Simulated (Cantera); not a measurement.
Input: 1 mol CaO, 17 mol HF, 0.17 mol H2, held at 1550 °C and 0.270 bar.

Method: chemical equilibrium by Gibbs-energy minimisation in Cantera with the NASA 1993 tables (ideal gas, pure condensed phases). Candidate condensed phases: Ca, CaF2, CaO, Ca(OH)2, H2O; 29 gas species. Kinetics and transport are ignored.

Base state: HF 0.926, H2O 0.0617, H2 0.0105, CaF2 0.00173, H 8.53e-5, OH 3.50e-5 (mole fractions); condensed: CaF2(l).

Q: What changes in the equilibrium state with this change: temperature from 1550 °C to 425 °C?

A: 
```json
[
 {"species": "HF", "before": "0.926", "after": "0.928"},
 {"species": "H2O", "before": "0.0617", "after": "0.0618"},
 {"species": "H2", "before": "0.0105", "after": "0.0105"},
 {"species": "CaF2", "before": "0.00173", "after": "<1e-9"},
 {"species": "H", "before": "8.53e-5", "after": "<1e-9"},
 {"species": "OH", "before": "3.50e-5", "after": "<1e-9"},
 {"species": "H2F2", "before": "2.07e-6", "after": "4.25e-5"},
 {"species": "CaF2(l), mol", "before": "0.972", "after": "0"},
 {"species": "CaF2(s), mol", "before": "0", "after": "1.00"}
]
```

Q: What changes in the equilibrium state with this change: temperature from 1550 °C to 1527 °C?

A: 
```
species        before    after
------------  -------  -------
HF              0.926    0.926
H2O            0.0617   0.0617
H2             0.0105   0.0105
CaF2          0.00173  0.00128
OH            3.50e-5  2.74e-5
H             8.53e-5  7.05e-5
CaF2(l), mol    0.972    0.979
```
